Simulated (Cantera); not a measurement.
A closed system holds: 1 mol SiH2Cl2, 4.8 mol NH3, 1.7 mol N2, held at 2.30 mbar.

These are equilibrium values from Cantera (NASA tables, ideal gas, pure condensed phases), not measurements of a reactor. Candidate condensed phases: NH4Cl, Si, Si3N4; 28 gas species. Kinetics and transport are ignored.

Over these rows the condensed part is Si3N4(s). Partial pressures as log10 of bar:

```json
[
 {"T (K)": "1225", "1000/T (1/K)": "0.8163", "log p SiCl2": "-6.29", "log p H2": "-2.88", "log p N2": "-3.20", "log p HCl": "-3.44"},
 {"T (K)": "1275", "1000/T (1/K)": "0.7843", "log p SiCl2": "-5.85", "log p H2": "-2.88", "log p N2": "-3.20", "log p HCl": "-3.44"},
 {"T (K)": "1325", "1000/T (1/K)": "0.7547", "log p SiCl2": "-5.46", "log p H2": "-2.88", "log p N2": "-3.20", "log p HCl": "-3.45"},
 {"T (K)": "1375", "1000/T (1/K)": "0.7273", "log p SiCl2": "?", "log p H2": "-2.88", "log p N2": "-3.20", "log p HCl": "-3.46"},
 {"T (K)": "1425", "1000/T (1/K)": "0.7018", "log p SiCl2": "-4.81", "log p H2": "-2.88", "log p N2": "-3.20", "log p HCl": "-3.48"},
 {"T (K)": "1475", "1000/T (1/K)": "0.6780", "log p SiCl2": "-4.56", "log p H2": "-2.88", "log p N2": "-3.19", "log p HCl": "-3.52"}
]
```

Q: Fit log p(SiCl2) = a + b·(1000/T) to the five rows, give the apparent enthalpy, and predict the row at 1375 K.

A: Means: 1000/T = 0.7470, log p = -5.394. Sxy = -0.163553, Sxx = 0.0130571, so b = -12.53 and a = -5.394 − (-12.53)×0.7470 = 3.97.
Apparent enthalpy: −19.145 × (-12.53) = 240 kJ/mol. With the condensed phases at unit activity, 1/3 Si3N4(s) + 2 HCl(g) = SiCl2(g) + H2(g) + 2/3 N2(g) links this pressure to the main gases: over the six rows their terms move log p by -0.17 in all, so the slope isn't that reaction's ΔH° alone. The five rows lie within 0.03 of the line.
Prediction at 1375 K: 3.97 + (-12.53)×0.7273 = -5.14. The computed value is -5.11, 0.03 from the line.
